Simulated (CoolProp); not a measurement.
Saturation properties of R123 (Tc = 456.8 K, pc = 3.662 MPa, ω = 0.282).

Values from CoolProp's reference Helmholtz-energy equation of state, Younglove 1994. It is a modified Benedict-Webb-Rubin equation, recast in Helmholtz form.

```
T (K)  p (MPa)  vapour density (kg/m³)  enthalpy of vaporisation (kJ/kg)  liquid cp (kJ/(kg K))
-----  -------  ----------------------  --------------------------------  ---------------------
298.2  0.09153                   5.882                                 ?                  1.020
308.5   0.1321                   8.307                             167.0                  1.032
318.8   0.1855                   11.45                             162.4                  1.046
329.1   0.2541                   15.46                             157.7                  1.060
339.4   0.3407                   20.50                             152.7                  1.076
349.7   0.4480                   26.77                             147.4                  1.093
360     0.5790                   34.51                             141.8                  1.113
370.2        ?                       ?                             135.8                  1.136
380.5   0.9225                   55.52                             129.3                  1.164
390.8    1.143                   69.78                             122.2                  1.198
401.1        ?                   87.39                             114.4                  1.243
411.4        ?                   109.4                             105.6                  1.305
421.7    2.046                   137.6                             95.51                  1.398
```

Problem. Some entries are withheld; supply them.

Solution. 
- 298.2, enthalpy of vaporisation (kJ/kg): 171.4
- 370.2, p (MPa): 0.7350
- 370.2, vapour density (kg/m³): 43.91
- 401.1, p (MPa): 1.402
- 411.4, p (MPa): 1.701

It boils at 301.0 K under 1 atm.
